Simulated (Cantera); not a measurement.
Input: 1 mol Si3H8, 56 mol N2, at 0.100 bar.

These are equilibrium values from Cantera (NASA tables, ideal gas, pure condensed phases), not measurements of a reactor. Candidate condensed phases: Si, Si3N4; 18 gas species. The feed counts by its element totals alone. Rates play no part. All values below are at 1523 K.

Base state: N2 0.931, H2 0.0690, H 1.92e-5 (mole fractions); condensed: Si3N4(s).

Task: What changes in the equilibrium state with this change: Si3H8 replaced by SiHCl3?

Result: 
```
species        before     after
-------------  ------  --------
N2              0.931     0.970
HCl                 0    0.0156
SiCl2               0   0.00779
H2             0.0690  0.000856
SiCl4               0   0.00308
SiCl3               0   0.00283
Si3N4(s), mol    1.00    0.0701
```
The tables' values for SiCl3 are old estimates; treat these amounts as uncertain. Further candidate phases: NH4Cl.
